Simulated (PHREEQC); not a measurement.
H3PO4 is added in steps, without added water, to 1 kg of water holding 0.0046 mol AgNO3 and 0.0012 mol Cu(NO3)2, at 25 °C. Oxygen is held at 0.21 atm. CO2 from the air is kept out. No solid was allowed to form.

Base run: PHREEQC, ion-association model, wateq4f.dat. Each further column changes one thing. The table gives H3PO4 (mol/kgw).

```json
[
 {"H3PO4 added (mol)": "0", "base": "0", "metal-ligand complexes left out": "0", "Debye-Hückel limiting law": "0", "Davies equation for every ion": "0", "all activity coefficients set to 1": "0"},
 {"H3PO4 added (mol)": "0.00052", "base": "2.95e-5", "metal-ligand complexes left out": "2.95e-5", "Debye-Hückel limiting law": "2.85e-5", "Davies equation for every ion": "2.92e-5", "all activity coefficients set to 1": "…"},
 {"H3PO4 added (mol)": "0.00091", "base": "8.36e-5", "metal-ligand complexes left out": "8.36e-5", "Debye-Hückel limiting law": "8.08e-5", "Davies equation for every ion": "8.26e-5", "all activity coefficients set to 1": "9.71e-5"},
 {"H3PO4 added (mol)": "0.00143", "base": "0.000188", "metal-ligand complexes left out": "0.000188", "Debye-Hückel limiting law": "0.000182", "Davies equation for every ion": "0.000186", "all activity coefficients set to 1": "…"},
 {"H3PO4 added (mol)": "0.00195", "base": "0.000322", "metal-ligand complexes left out": "0.000322", "Debye-Hückel limiting law": "0.000312", "Davies equation for every ion": "0.000319", "all activity coefficients set to 1": "…"},
 {"H3PO4 added (mol)": "0.00234", "base": "0.000439", "metal-ligand complexes left out": "0.000439", "Debye-Hückel limiting law": "0.000425", "Davies equation for every ion": "0.000434", "all activity coefficients set to 1": "0.000498"},
 {"H3PO4 added (mol)": "0.00286", "base": "0.000612", "metal-ligand complexes left out": "0.000612", "Debye-Hückel limiting law": "0.000593", "Davies equation for every ion": "0.000605", "all activity coefficients set to 1": "0.000691"},
 {"H3PO4 added (mol)": "0.00325", "base": "0.000753", "metal-ligand complexes left out": "0.000753", "Debye-Hückel limiting law": "0.000731", "Davies equation for every ion": "0.000745", "all activity coefficients set to 1": "0.000848"},
 {"H3PO4 added (mol)": "0.00377", "base": "0.000955", "metal-ligand complexes left out": "0.000955", "Debye-Hückel limiting law": "0.000927", "Davies equation for every ion": "0.000945", "all activity coefficients set to 1": "…"},
 {"H3PO4 added (mol)": "0.00429", "base": "0.00117", "metal-ligand complexes left out": "0.00117", "Debye-Hückel limiting law": "0.00114", "Davies equation for every ion": "0.00116", "all activity coefficients set to 1": "…"},
 {"H3PO4 added (mol)": "0.00468", "base": "0.00134", "metal-ligand complexes left out": "0.00134", "Debye-Hückel limiting law": "0.00130", "Davies equation for every ion": "0.00133", "all activity coefficients set to 1": "…"},
 {"H3PO4 added (mol)": "0.0052", "base": "0.00157", "metal-ligand complexes left out": "0.00157", "Debye-Hückel limiting law": "0.00153", "Davies equation for every ion": "0.00156", "all activity coefficients set to 1": "0.00175"}
]
```

Complete the blanks.


- 0.00052, all activity coefficients set to 1: 3.46e-5
- 0.00143, all activity coefficients set to 1: 0.000216
- 0.00195, all activity coefficients set to 1: 0.000368
- 0.00377, all activity coefficients set to 1: 0.00107
- 0.00429, all activity coefficients set to 1: 0.00131
- 0.00468, all activity coefficients set to 1: 0.00149

H3PO4, which wateq4f.dat lacks, is added to it with the constant of phreeqc.dat. The database has no phosphate complexes of Cu, Ag.
